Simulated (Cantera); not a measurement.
A perfectly stirred reactor is fed with NO : N₂ = 1 : 17 (molar parts), at 0.0257 atm; it is held at 1700 K, and followed from long to short residence time.

Model: GRI-Mech 3.0 (53 species, 325 reactions), integrated in Cantera. Radical loss at walls, strong at low pressure, is not modelled.

**Question.** What does this change do: pressure from 0.0257 atm to 1.00 atm?

**Answer.** 
| quantity | before | after |
|---|---|---|
| x(NO) at τ = 15.0 s | 0.0552 | 0.0481 |
| x(O) at τ = 15.0 s | 7.77e-6 | 2.90e-6 |
| x(O₂) at τ = 15.0 s | 0.000147 | 0.00371 |
| x(NO₂) at τ = 15.0 s | 1.43e-6 | 2.12e-5 |
| x(N₂O) at τ = 15.0 s | 1.13e-6 | 9.43e-7 |
| x(NO) at τ = 0.170 s | 0.0556 | 0.0554 |
| x(O) at τ = 0.170 s | 1.49e-6 | 1.04e-6 |
| x(O₂) at τ = 0.170 s | 1.52e-7 | 4.47e-5 |
| x(NO₂) at τ = 0.170 s | 2.55e-7 | 8.59e-6 |
| x(N₂O) at τ = 0.170 s | 5.98e-7 | 1.20e-6 |
